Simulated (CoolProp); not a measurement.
Isohexane along the isotherm 186.55 °C: fugacity coefficient from the reference equation and from simpler models built on Tc = 224.6 °C, pc = 3.043 MPa, ω = 0.280; each cubic takes its own stable root.

Computed with CoolProp (reference Helmholtz-energy equation of state, Lemmon 2006). It is a short technical equation, of lower accuracy than the large ones.

| p (MPa) | phase | reference |
|---|---|---|
| 0.101 | gas | 0.9850 |
| 0.203 | gas | 0.9699 |
| 0.304 | gas | 0.9549 |
| 0.406 | gas | 0.9398 |
| 0.507 | gas | 0.9249 |
| 0.609 | gas | 0.9098 |
| 0.71 | gas | 0.8949 |
| 0.811 | gas | 0.8800 |
| 0.913 | gas | 0.8649 |
| 1.01 | gas | 0.8506 |
| 1.12 | gas | 0.8342 |
| 1.22 | gas | 0.8193 |
| 1.32 | gas | 0.8043 |
| 1.42 | gas | 0.7891 |
| 1.52 | gas | 0.7739 |

Question: How far does each simpler model (van der Waals, Redlich-Kwong) lie from the reference over these 15 states: mean and median of the absolute difference, and the worst?

Answer: 
- van der Waals: mean 2.9 %, median 2.8 %, worst +6.0 % at 186.55 °C and 1.52 MPa
- Redlich-Kwong: mean 1.0 %, median 0.9 %, worst +2.2 % at 186.55 °C and 1.52 MPa
